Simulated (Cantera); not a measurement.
Charge: 1 mol HMDSO, 0.27 mol CO2, held at 1648.15 K and 10.0 mbar.

Method: chemical equilibrium by Gibbs-energy minimisation in Cantera with the NASA 1993 tables (ideal gas, pure condensed phases). Candidate condensed phases: C, C6H6, C7H8, C8H18, H2O, Si, SiC, SiO2; 123 gas species. The feed counts by its element totals alone. Kinetics and transport are ignored.

Base state: H2 0.853, CO 0.146, H 0.000824, SiO 0.000501, C2H2 (acetylene) 3.82e-5 (mole fractions); condensed: C(graphite) + SiC(s).

### Question
What changes in the equilibrium state with this change: HMDSO replaced by SiH4?

### Answer
```
species             before    after
----------------  --------  -------
H2                   0.853    0.787
SiO               0.000501    0.203
CO                   0.146  0.00901
C2H2 (acetylene)   3.82e-5  5.37e-9
Si                 3.19e-7  2.58e-5
C(graphite), mol      2.74        0
SiC(s), mol           1.99    0.247
Si(s), mol               0    0.236
```
Mutual solubility and eutectic melting of coexisting phases are not modelled.
